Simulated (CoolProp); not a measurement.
Vapour pressure (MPa) of hydrogen chloride: the reference equation beside estimates from Tc = 51.5 °C, pc = 8.314 MPa, ω = 0.130.

Values from CoolProp's reference Helmholtz-energy equation of state, Thol 2018.

| T (°C) | reference | Redlich-Kwong | Soave-Redlich-Kwong | Peng-Robinson |
|---|---|---|---|---|
| -46.25 | 0.6086 | 0.7168 | 0.6077 | 0.6072 |
| -40.05 | 0.7644 | 0.8968 | 0.7671 | 0.7644 |
| -33.95 | 0.9453 | 1.103 | 0.9526 | 0.9472 |
| -27.75 | 1.160 | 1.345 | 1.173 | 1.165 |
| -21.65 | 1.405 | 1.618 | 1.426 | 1.413 |
| -15.55 | 1.686 | 1.927 | 1.715 | 1.699 |
| -9.35 | 2.012 | 2.280 | 2.052 | 2.030 |
| -3.25 | 2.376 | 2.669 | 2.427 | 2.401 |
| 2.95 | 2.794 | 3.108 | 2.857 | 2.827 |
| 9.05 | 3.257 | 3.586 | 3.331 | 3.297 |
| 15.25 | 3.783 | 4.119 | 3.868 | 3.831 |
| 21.35 | 4.360 | 4.693 | 4.455 | 4.416 |
| 27.45 | 5.003 | 5.317 | 5.101 | 5.063 |
| 33.65 | 5.729 | 6.006 | 5.825 | 5.790 |
| 39.75 | 6.522 | 6.739 | 6.604 | 6.576 |

Absolute difference from the reference over all 15 rows, mean and median: Redlich-Kwong 11.7 and 12.3 %, Soave-Redlich-Kwong 1.6 and 1.7 %, Peng-Robinson 0.8 and 0.9 %.
